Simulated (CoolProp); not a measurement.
Diethyl ether along the isobar 2820 kPa: Z from the reference equation and from simpler models built on Tc = 467.9 K, pc = 3717 kPa, ω = 0.282; each cubic takes its own stable root.

Computed with CoolProp (reference Helmholtz-energy equation of state, Thol 2014).

```
T (K)   phase  reference  van der Waals  Redlich-Kwong  Soave-Redlich-Kwong  Peng-Robinson
-----  ------  ---------  -------------  -------------  -------------------  -------------
337.2  liquid     0.1121         0.1833         0.1279               0.1227         0.1085
343.9  liquid     0.1113         0.1819         0.1274               0.1220         0.1078
350.6  liquid     0.1107         0.1808         0.1270               0.1215         0.1074
357.3  liquid     0.1101         0.1798         0.1267               0.1211         0.1070
364    liquid     0.1097         0.1791         0.1266               0.1209         0.1068
370.7  liquid     0.1094         0.1785         0.1267               0.1209         0.1068
377.4  liquid     0.1092         0.1782         0.1270               0.1211         0.1069
384.1  liquid     0.1091         0.1782         0.1276               0.1214         0.1072
390.8  liquid     0.1092         0.1784         0.1283               0.1221         0.1078
397.5  liquid     0.1094         0.1790         0.1294               0.1230         0.1086
404.2  liquid     0.1099         0.1800         0.1308               0.1242         0.1097
411    liquid     0.1106         0.1816         0.1326               0.1259         0.1112
417.7  liquid     0.1115         0.1839         0.1350               0.1280         0.1132
424.4  liquid     0.1128         0.1871         0.1381               0.1308         0.1157
431.1  liquid     0.1147         0.1919         0.1423               0.1346         0.1192
```
